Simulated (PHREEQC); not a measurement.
Make-up at 25 °C: 0.091 mol NH4HF2, 5.3e-05 mol H2SiF6, 0.0053 mol H3AsO4 and 0.21 mol H2SO4 per kg of water. Closed to the air; pH follows from the charge balance.

Equilibrium calculation in PHREEQC: ion-association model, wateq4f.dat.

Precipitation was switched off in this run.

**Question.** Estimate the pH, ionic strength, activity of water.

**Answer.** pH 0.89; ionic strength 0.283 mol/kgw; activity of water 0.990.

**Question.** In which forms is F present?

**Answer.** HF 61 %, H2F2 38 % of the F.

wateq4f.dat counts part of the HF as a dimer, H2F2, which phreeqc.dat doesn't know; its constant is uncertain. SiF6-2 is the database's only silicon fluoride.
